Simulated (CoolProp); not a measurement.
Values from CoolProp's reference Helmholtz-energy equation of state, Zhou 2012.

Problem. For p-xylene, give the phase and the density (kg/m³), cp (kJ/(kg K)), cv (kJ/(kg K)), Joule-Thomson coefficient (K/MPa) at 346.85 °C and 0.407 MPa; 346.85 °C and 0.815 MPa.

Solution. 
- 346.85 °C and 0.407 MPa: gas; density 8.76, cp 2.28, cv 2.18, Joule-Thomson coefficient 7.70
- 346.85 °C and 0.815 MPa: gas; density 18.4, cp 2.31, cv 2.19, Joule-Thomson coefficient 8.26
